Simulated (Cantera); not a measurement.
A perfectly stirred reactor is fed with N2O : H2 : N2 = 1 : 0.013 : 4.3 (molar parts), at 3500 Pa; it is held at 1600 K, and followed from long to short residence time.

Computed with Cantera and GRI-Mech 3.0 (53 species, 325 reactions). GRI-Mech 3.0 was tuned for natural gas; its chemistry of N2O as a main component is partial and can be far from experiment. Radical loss at walls, strong at low pressure, is not modelled. The temperature is held fixed by assumption; the heat of reaction is taken as removed at once.

| quantity | before | after |
|---|---|---|
| x(N2O) at τ = 22.0 s | 0.00145 | 0.000512 |
| x(H2) at τ = 22.0 s | 1.93e-6 | 7.92e-7 |
| x(NO2) at τ = 22.0 s | 7.53e-6 | 1.36e-5 |
| x(O2) at τ = 22.0 s | 0.0680 | 0.0753 |
| x(H) at τ = 22.0 s | 1.66e-6 | 4.34e-7 |
| x(N2O) at τ = 67.0 ms | 0.128 | 0.0688 |
| x(H2) at τ = 67.0 ms | 0.000115 | 3.52e-5 |
| x(NO2) at τ = 67.0 ms | 4.00e-5 | 3.79e-5 |
| x(O2) at τ = 67.0 ms | 0.0197 | 0.0403 |
| x(H) at τ = 67.0 ms | 2.35e-6 | 2.02e-6 |

Q: Name the change that produced these shifts.
A) pressure from 3500 Pa to 101000 Pa
B) pressure from 3500 Pa to 13300 Pa
C) temperature 1600 to 1275 K
D) temperature 1600 to 1450 K

A: B, pressure from 3500 Pa to 13300 Pa
